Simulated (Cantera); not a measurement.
A perfectly stirred reactor is fed with NH3 : H2 = 1 : 30 (molar parts), at 1.00 bar; it is held at 1423 K, and followed from long to short residence time.

Model: the gas-phase N/H chemistry of the illustrative SiF4/NH3 mechanism in the Surface Chemkin manual (1991), integrated in Cantera. Walls and surfaces, which speed up NH3 decomposition in real reactors, are not modelled.

### Question
What does this change do: temperature 1423 to 2125 K?

### Answer
```
quantity                  before    after
----------------------  --------  -------
x(NH3) at τ = 1.90 s      0.0323  0.00122
x(H2) at τ = 1.90 s        0.968    0.980
x(N2H2) at τ = 1.90 s   4.89e-11  1.14e-9
x(NH) at τ = 1.90 s     3.56e-10  1.36e-6
x(N) at τ = 1.90 s      3.09e-12  3.60e-7
x(NH3) at τ = 73.0 ms     0.0323  0.00732
x(H2) at τ = 73.0 ms       0.968    0.978
x(N2H2) at τ = 73.0 ms  2.02e-11  2.59e-8
x(NH) at τ = 73.0 ms    1.47e-10  5.80e-6
x(N) at τ = 73.0 ms       <1e-12  1.29e-6
```
